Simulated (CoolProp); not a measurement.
R123 at 293.15 K and 0.00998 MPa flows at 0.1 m/s in a round tube of 12.7 mm bore and 15 µm roughness, fully developed (64/Re and Nu = 3.66 if laminar; Colebrook and Gnielinski if turbulent). Each further row changes one setting.

Values from CoolProp's reference Helmholtz-energy equation of state, Younglove 1994. It is a modified Benedict-Webb-Rubin equation, recast in Helmholtz form.

```csv
case,Reynolds number,Darcy friction factor,pressure drop (Pa/m),heat-transfer coefficient (W/(m² K)),mass flow (kg/h)
as stated,75.3,0.850,0.210,2.57,0.0287
velocity 0.2 m/s,151,0.425,0.421,2.57,0.0574
diameter 25.4 mm,151,0.425,0.0526,1.28,0.115
```

Viscosity comes from a separate model (Tanaka 1996). Thermal conductivity comes from a separate model (Laesecke 1996).
